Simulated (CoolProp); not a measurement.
n-perfluorobutane along the isobar 2100 kPa: density (kg/m³) from the reference equation and from simpler models built on Tc = 386.3 K, pc = 2322 kPa, ω = 0.372; each cubic takes its own stable root.

Values from CoolProp's reference Helmholtz-energy equation of state, Gao 2022.

| T (K) | phase | reference |
|---|---|---|
| 206.8 | liquid | 1824 |
| 241.6 | liquid | 1707 |
| 276.3 | liquid | 1589 |
| 311 | liquid | 1460 |
| 345.8 | liquid | 1298 |
| 415.3 | gas | 201.4 |
| 450 | gas | 164.1 |

### Question
How far does each simpler model (van der Waals, Peng-Robinson) lie from the reference over these 7 states: mean and median of the absolute difference, and the worst?

### Answer
- van der Waals: mean 27.6 %, median 37.2 %, worst -38.5 % at 206.8 K and 2100 kPa
- Peng-Robinson: mean 4.7 %, median 5.3 %, worst +7.2 % at 276.3 K and 2100 kPa
